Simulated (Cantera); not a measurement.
## Ignition delay

Mixture: CH3OH : O2 : N2 : H2O = 1 : 3.75 : 14.1 : 1.4 (molar parts), equivalence ratio 0.40, at 200000 Pa, adiabatic and at constant pressure. Ignition delay is the time to a rise of 400 K.

Cantera simulation using GRI-Mech 3.0 (53 species, 325 reactions); the numbers are that mechanism's predictions, not measurements. GRI-Mech 3.0 was tuned for natural gas; its chemistry of methanol as a main component is partial and can be far from experiment.

```csv
T0 (K),delay (ms)
1073,58.6
1173,8.59
1273,1.78
1373,0.494
1473,0.177
1573,0.0779
1673,0.0415
1773,0.0269
1873,0.0210
```
